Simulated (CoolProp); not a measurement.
Saturation properties of n-perfluorohexane.

Values from CoolProp's reference Helmholtz-energy equation of state, Gao 2022.

```
T (°C)    p (MPa)  liquid density (kg/m³)  liquid cp (kJ/(kg K))
------  ---------  ----------------------  ---------------------
-65.15   5.516e-5                    1928                 0.9073
-54.55  0.0001630                    1898                 0.9230
-43.95  0.0004257                    1869                 0.9391
-33.35   0.001001                    1839                 0.9555
-22.75   0.002151                    1810                 0.9721
-12.25   0.004248                    1781                 0.9885
-1.65    0.007896                    1752                  1.005
8.95      0.01384                    1722                  1.022
19.55     0.02304                    1692                  1.038
30.15     0.03667                    1661                  1.055
40.75     0.05612                    1629                  1.072
51.35     0.08297                    1597                  1.089
61.95      0.1190                    1563                  1.106
```

It boils at 57.1 °C under 1 atm.
